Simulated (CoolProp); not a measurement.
Vapour pressure (MPa) of oxygen: the reference equation beside estimates from Tc = 154.6 K, pc = 5.046 MPa, ω = 0.022. Clausius-Clapeyron is anchored at 102.1 K with a constant enthalpy of vaporisation of 6.403 kJ/mol.

Computed with CoolProp (reference Helmholtz-energy equation of state, Schmidt 1985).

| T (K) | reference | Lee-Kesler | Clausius-Clapeyron | van der Waals | Redlich-Kwong | Soave-Redlich-Kwong |
|---|---|---|---|---|---|---|
| 96.1 | 0.1805 | 0.1794 | 0.1885 | 0.5361 | 0.1484 | ___ |
| 102.1 | 0.3018 | 0.3010 | 0.3018 | 0.7466 | 0.2646 | 0.2998 |
| 108.2 | 0.4790 | 0.4788 | 0.4618 | 1.011 | 0.4406 | 0.4787 |
| 114.2 | 0.7182 | 0.7187 | 0.6712 | 1.324 | 0.6838 | 0.7213 |
| 120.2 | ___ | 1.035 | 0.9398 | 1.693 | 1.010 | 1.043 |
| 126.2 | 1.440 | 1.440 | 1.274 | 2.122 | 1.430 | 1.456 |
| 132.2 | 1.948 | 1.947 | 1.681 | 2.614 | 1.957 | ___ |
| 138.2 | 2.575 | 2.571 | 2.165 | 3.172 | ___ | 2.608 |

Q: Fill in the missing entries.

A: 
- 96.1, Soave-Redlich-Kwong: 0.1780
- 120.2, reference: 1.034
- 132.2, Soave-Redlich-Kwong: 1.973
- 138.2, Redlich-Kwong: 2.602

Absolute difference from the reference over all 8 rows, mean and median: Lee-Kesler 0.2 and 0.1 %, Clausius-Clapeyron 8.1 and 7.8 %, van der Waals 88.5 and 74.0 %, Redlich-Kwong 5.9 and 3.6 %, Soave-Redlich-Kwong 0.9 and 1.0 %.
